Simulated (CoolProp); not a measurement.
The fluid at 298.15 K and 6.01 MPa flows at 5 m/s in a round tube of 100 mm bore and 0.25 µm roughness, fully developed (64/Re and Nu = 3.66 if laminar; Colebrook and Gnielinski if turbulent). The same conditions are run with several fluids, on thermodynamics alone (safety and materials aside).

The numbers come from the reference Helmholtz-energy equation of state of each fluid (ethylbenzene: Zhou 2012; ethane: Bücker 2006; CH2F2 (R32): Tillner-Roth 1997; R143a: Lemmon and Jacobsen 2000; o-xylene: Zhou 2012) in CoolProp.

Problem. Rank ethylbenzene, ethane, CH2F2 (R32), R143a, o-xylene by Reynolds number, highest first.

Solution. CH2F2 (R32) (4070000), R143a (3950000), ethane (3900000), ethylbenzene (674000), o-xylene (552000)

```tsv
fluid	Darcy friction factor	pressure drop (Pa/m)	heat-transfer coefficient (W/(m² K))	mass flow (kg/h)
ethylbenzene	0.0125	1360	4510	123000
ethane	0.00947	418	6570	49900
CH2F2 (R32)	0.00941	1160	9140	139000
R143a	0.00945	1150	6460	137000
o-xylene	0.0130	1430	4250	124000
```

Transport values come from each fluid's own correlations; those of ethylbenzene, CH2F2 (R32), R143a are estimates that may be off by 10 % or more.
